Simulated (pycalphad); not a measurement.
Computed with pycalphad from the COST 507 light-alloy database (1999), at 1 atm. No gas phase is included, though pure Mg would boil below 1650 K. These are 1990s assessments: newer ones move some temperatures and phases. Kinetics are ignored, which matters at the lower temperatures.

Molar enthalpy of Mg-3.66Al-5.68Si (at.%) in equilibrium (SER reference):

| T (K) | H (kJ/mol) | phases |
|---|---|---|
| 1650 | 49.43 | LIQUID |
| 1550 | 46.05 | LIQUID |
| 1450 | 42.67 | LIQUID |
| 1350 | 39.29 | LIQUID |
| 1250 | 35.90 | LIQUID |
| 1150 | 32.52 | LIQUID |
| 1100 | 30.84 | LIQUID |
| 1050 | 28.54 | LIQUID + MG2SI |
| 950 | 22.77 | LIQUID + MG2SI |
| 850 | 12.57 | HCP_A3 + MG2SI + LIQUID |
| 800 | 10.21 | HCP_A3 + MG2SI |
| 750 | 8.74 | HCP_A3 + MG2SI |
| 650 | 5.88 | HCP_A3 + MG2SI |
| 550 | 3.12 | HCP_A3 + MG2SI |
| 450 | 0.21 | HCP_A3 + MG2SI + ALMG_GAMMA |
| 350 | -2.52 | HCP_A3 + MG2SI + ALMG_GAMMA |

Cooling from 1100 K to 800 K, across the freezing range, releases 20.6 kJ/mol, or 838 J/g. The slope is 34 J/(mol K) in the liquid and 29 J/(mol K) just below the solidus, where it includes any heat of precipitation. Liquidus 1066 K, solidus 826 K. Changes were sought between steps of 50 K, so a narrower field can be missed.

Database names, with the compositions (at.%) that they take in these runs: MG2SI: Mg 67 Si 33; ALMG_GAMMA: Mg 59 Al 41. HCP_A3 is hcp.
